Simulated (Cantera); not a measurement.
Input: 1 mol CuF₂, 1.4 mol H₂, held at 133 Pa.

Cantera equilibrium calculation (NASA polynomials, part measured and part estimated; ideal gas, pure solids and liquids). Candidate condensed phases: Cu, CuF₂; 15 gas species. Equilibrium is a limit: real reactors are often held back by kinetics, nucleation or transport.

x: gas mole fraction; n: condensed amount in mol.

```json
[
 {"T (K)": "1298", "x HF": "0.833", "x H₂": "0.167", "x Cu": "0.000113", "x CuF": "(withheld)", "n Cu(s)": "1.000", "n Cu(l)": "0"},
 {"T (K)": "1323", "x HF": "0.833", "x H₂": "0.167", "x Cu": "0.000201", "x CuF": "(withheld)", "n Cu(s)": "0.999", "n Cu(l)": "0"},
 {"T (K)": "1348", "x HF": "0.833", "x H₂": "0.167", "x Cu": "0.000351", "x CuF": "(withheld)", "n Cu(s)": "0.999", "n Cu(l)": "0"},
 {"T (K)": "1373", "x HF": "0.833", "x H₂": "0.167", "x Cu": "0.000593", "x CuF": "(withheld)", "n Cu(s)": "0", "n Cu(l)": "0.998"},
 {"T (K)": "1398", "x HF": "0.832", "x H₂": "0.167", "x Cu": "0.000973", "x CuF": "(withheld)", "n Cu(s)": "0", "n Cu(l)": "0.997"},
 {"T (K)": "1423", "x HF": "0.832", "x H₂": "0.166", "x Cu": "0.00157", "x CuF": "(withheld)", "n Cu(s)": "0", "n Cu(l)": "0.996"},
 {"T (K)": "1448", "x HF": "0.831", "x H₂": "0.166", "x Cu": "0.00249", "x CuF": "(withheld)", "n Cu(s)": "0", "n Cu(l)": "0.993"},
 {"T (K)": "1473", "x HF": "0.829", "x H₂": "0.166", "x Cu": "0.00388", "x CuF": "(withheld)", "n Cu(s)": "0", "n Cu(l)": "0.989"},
 {"T (K)": "1498", "x HF": "0.827", "x H₂": "0.166", "x Cu": "0.00596", "x CuF": "(withheld)", "n Cu(s)": "0", "n Cu(l)": "0.984"},
 {"T (K)": "1523", "x HF": "0.824", "x H₂": "0.165", "x Cu": "0.00903", "x CuF": "(withheld)", "n Cu(s)": "0", "n Cu(l)": "0.976"}
]
```

Problem. Complete the blanks.

Solution. 
- 1298, x CuF: 3.38e-5
- 1323, x CuF: 5.27e-5
- 1348, x CuF: 8.09e-5
- 1373, x CuF: 0.000120
- 1398, x CuF: 0.000175
- 1423, x CuF: 0.000252
- 1448, x CuF: 0.000357
- 1473, x CuF: 0.000499
- 1498, x CuF: 0.000690
- 1523, x CuF: 0.000943
